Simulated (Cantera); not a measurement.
Feed: 1 mol HCl, 0.092 mol O₂, held at 1550 K and 650000 Pa.

These are equilibrium values from Cantera (NASA tables, ideal gas, pure condensed phases), not measurements of a reactor. Candidate condensed phases: H₂O; 14 gas species. Rates play no part.

Base state: HCl 0.768, H₂O 0.0927, Cl₂ 0.0880, O₂ 0.0412, Cl 0.00942, HOCl 0.000131, ClO 0.000113, OH 4.79e-5 (mole fractions); condensed: gas only.

Task: What changes in the equilibrium state with this change: temperature from 1550 K to 1250 K?

Result: 
| species | before | after |
|---|---|---|
| HCl | 0.768 | 0.715 |
| H₂O | 0.0927 | 0.130 |
| Cl₂ | 0.0880 | 0.129 |
| O₂ | 0.0412 | 0.0248 |
| OH | 4.79e-5 | 2.40e-6 |
| Cl | 0.00942 | 0.00110 |
| ClO | 0.000113 | 1.58e-5 |
| HOCl | 0.000131 | 7.01e-5 |

Task: What changes in the equilibrium state with this change: pressure from 650000 Pa to 1900 Pa?

Result: 
```tsv
species	before	after
HCl	0.768	0.814
Cl	0.00942	0.0667
O₂	0.0412	0.0601
Cl₂	0.0880	0.0129
H₂O	0.0927	0.0462
O	6.23e-7	1.39e-5
HOCl	0.000131	9.08e-6
```
